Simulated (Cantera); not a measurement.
Feed: 1 mol PbO, 2800 mol H₂, equilibrated at 1052 °C and 2300 Pa.

Equilibrium computed with Cantera from the NASA thermochemical tables; the gas is ideal and each condensed phase is pure. Candidate condensed phases: H₂O, Pb, PbO, PbO₂, Pb₃O₄; 12 gas species. Equilibrium is a limit: real reactors are often held back by kinetics, nucleation or transport.

Q: What is the equilibrium state?

A: 
| Item | Result |
|---|---|
| x(H₂) | 0.999 |
| x(H₂O) | 0.000357 |
| x(Pb) | 0.000357 |
| x(H) | 1.08e-5 |
| gas amount | 2801 mol |
| log10 activity of Pb(l) (absent) | -2.64 |
